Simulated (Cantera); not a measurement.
A Cantera script and what it prints.

```python
import numpy as np
import cantera as ct

gas_names = """
    Br Br2 N N2 Si SiBr SiBr2 SiBr3 SiBr4 SiN Si2 Si2N Si3
""".split()
cond_names = """
    Br2(cr) Br2(L) Si(cr) Si(L) Si3N4(a)
""".split()


# ... load() reads the species with a 1 bar reference pressure and builds the phases ...
atoms = {
    'Si': {'Si': 1},
    'Br2': {'Br': 2},
    'N2': {'N': 2},
}
top_T = {'Si3N4(a)': 2400}  # K; cautious upper limits of use, not melting points


# ... equilibrate(T, P, feed) seeds the gas with the atoms and calls Mixture.equilibrate('TP', solver="vcs", rtol=1e-11, max_steps=5000) ...
results = []
feed = {'Si': 1, 'Br2': 0.77, 'N2': 98}  # mol
T = 1198  # K
for P in [1, 10, 100, 1000, 10000, 100000]:
    mix = equilibrate(T, P, feed)
    results.append((T, P, feed, dict(zip(mix.species_names, mix.species_moles))))
    x = sorted(zip(gas.X, gas.species_names), reverse=True)
    print(f"T = {T:g} K  P = {P:g} Pa  gas = {mix.phase_moles(0):.4g} mol")
    print("   x: " + "  ".join(f"{s} {v:.3e}" for v, s in x if v > 0.0001))
    print("   condensed (mol): " + ("  ".join(f"{mix.phase(i).name} {mix.phase_moles(i):.4g}"
          for i in range(1, mix.n_phases) if mix.phase_moles(i) > 1e-12) or "none"))
```

It prints:

```
T = 1198 K  P = 1 Pa  gas = 98.75 mol
   x: N2 9.880e-01  Br 8.411e-03  SiBr2 3.555e-03
   condensed (mol): Si3N4(a) 0.2156
T = 1198 K  P = 10 Pa  gas = 98.65 mol
   x: N2 9.896e-01  Br 6.040e-03  SiBr2 3.945e-03  SiBr4 3.179e-04  SiBr3 1.349e-04
   condensed (mol): Si3N4(a) 0.1887
T = 1198 K  P = 100 Pa  gas = 98.26 mol
   x: N2 9.933e-01  Br 2.592e-03  SiBr4 2.316e-03  SiBr2 1.561e-03  SiBr3 2.291e-04
   condensed (mol): Si3N4(a) 0.1989
T = 1198 K  P = 1000 Pa  gas = 98.05 mol
   x: N2 9.953e-01  SiBr4 3.507e-03  Br 7.507e-04  SiBr2 2.817e-04  SiBr3 1.198e-04
   condensed (mol): Si3N4(a) 0.2056
T = 1198 K  P = 10000 Pa  gas = 97.99 mol
   x: N2 9.959e-01  SiBr4 3.819e-03  Br 2.002e-04
   condensed (mol): Si3N4(a) 0.2056
T = 1198 K  P = 100000 Pa  gas = 97.98 mol
   x: N2 9.960e-01  SiBr4 3.898e-03
   condensed (mol): Si3N4(a) 0.2052
```

Cantera equilibrium calculation (NASA polynomials, part measured and part estimated; ideal gas, pure solids and liquids). N2 is the only nitrogen source here; it is nearly inert below about 1500 K, so the nitride shown seldom forms there in practice. The tables' values for SiBr3 are old estimates; treat these amounts as uncertain.
